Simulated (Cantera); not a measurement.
An adiabatic, constant-volume homogeneous reactor starts with H2 : O2 : N2 : H2O = 1 : 0.278 : 1.04 : 0.57 (molar parts), equivalence ratio 1.8, at 1200 K and 24.7 atm. Integrator tolerance rtol = 1e-08.

Model: the H2/O2 subset of GRI-Mech 3.0, which has no nitrogen chemistry, integrated in Cantera. The hydrogen kinetics of GRI-Mech 3.0 are dated; newer H2 mechanisms differ, most at raised pressure. The pressure lies above the range GRI-Mech 3.0 was tuned for (to about 10 atm).

| quantity | before | after |
|---|---|---|
| time of steepest temperature rise | 0.144 ms | 1.65 ms |
| temperature at 3.00 s | 2705 K | 2601 K |
| equilibrium temperature | 2705 K | 2601 K |
| x(H2) at 3.00 s | 0.169 (gas-phase equilibrium 0.169) | 0.169 (gas-phase equilibrium 0.169) |
| x(O2) at 3.00 s | 2.82e-5 (gas-phase equilibrium 2.82e-5) | 1.05e-5 (gas-phase equilibrium 1.05e-5) |
| x(H2O) at 3.00 s | 0.428 (gas-phase equilibrium 0.428) | 0.429 (gas-phase equilibrium 0.429) |
| x(H2O2) at 3.00 s | 1.72e-7 (gas-phase equilibrium 1.72e-7) | 9.05e-8 (gas-phase equilibrium 9.05e-8) |
| x(H) at 3.00 s | 0.00336 (gas-phase equilibrium 0.00336) | 0.00213 (gas-phase equilibrium 0.00213) |
| x(HO2) at 3.00 s | 1.62e-7 (gas-phase equilibrium 1.62e-7) | 6.20e-8 (gas-phase equilibrium 6.20e-8) |
| x(O) at 3.00 s | 2.76e-5 (gas-phase equilibrium 2.76e-5) | 1.02e-5 (gas-phase equilibrium 1.02e-5) |

Q: What was changed between the two runs?
(A) constant pressure in place of constant volume
(B) H2 1 to 0.42 parts
(C) initial temperature 1200 to 1050 K
(D) H2 1 to 0.56 parts

A: C, initial temperature 1200 to 1050 K
